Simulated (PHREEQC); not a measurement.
0.9 g of hydrous ferric oxide (600 m²/g; 0.2 weak and 0.005 strong sites per Fe, Dzombak-Morel constants, diffuse double layer) in 1 kg of water with 0.05 mol/kgw of an inert sodium salt and 0.00013 mol Ag2SO4 and 0.0011 mol NaF, at 25 °C; the pH is set by adding NaOH or the inert anion's acid. Oxygen alone is held at its pressure in air (log pO2 = -0.68). CO2 from the air is kept out. No solid was allowed to form.

The series has 17 steps of pH, from 4 to 12.

Computed with PHREEQC (ion-association model, wateq4f.dat).

Q: Near which pH is half of the S sorbed, and on which side is more sorbed?

A: Near pH 6.0, with more sorbed at lower pH.

Q: Near which pH is half of the Ag sorbed, and on which side is more sorbed?

A: Near pH 8.0, with more sorbed at higher pH.

Q: Near which pH is half of the F sorbed, and on which side is more sorbed?

A: Near pH 5.7, with more sorbed at lower pH.

Species that the database lacks are ignored.
